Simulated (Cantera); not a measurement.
Feed: 1 mol SiH₂Cl₂, 0.0083 mol C₂H₄, 11 mol H₂, 1.3 mol HCl, at 0.00133 bar.

Cantera equilibrium calculation (NASA polynomials, part measured and part estimated; ideal gas, pure solids and liquids). Candidate condensed phases: C, C₆H₆, C₇H₈, C₈H₁₈, Si, SiC; 109 gas species. Mutual solubility and eutectic melting of coexisting phases are not modelled. Gases not in the tables: Si₂H₆ and higher silanes. Rates play no part.

Task: Which condensed phases are stable at each of these points (T (°C)): 1402, 1502, 1602, 1702, 1802, 1902, 2002, 2102?

Result: 
```csv
T (°C),condensed phases,Si condensed (%)
1402,Si(s) + SiC(s),16.7
1502,Si(l) + SiC(s),17.5
1602,Si(l) + SiC(s),12.2
1702,SiC(s),0.9
1802,gas only,0.0
1902,gas only,0.0
2002,gas only,0.0
2102,gas only,0.0
```

At 1402 °C the condensed part is Si(s) + SiC(s). From 1502 °C to 1602 °C the condensed part is Si(l) + SiC(s). At 1702 °C the condensed part is SiC(s). From 1802 °C to 2102 °C nothing is condensed.
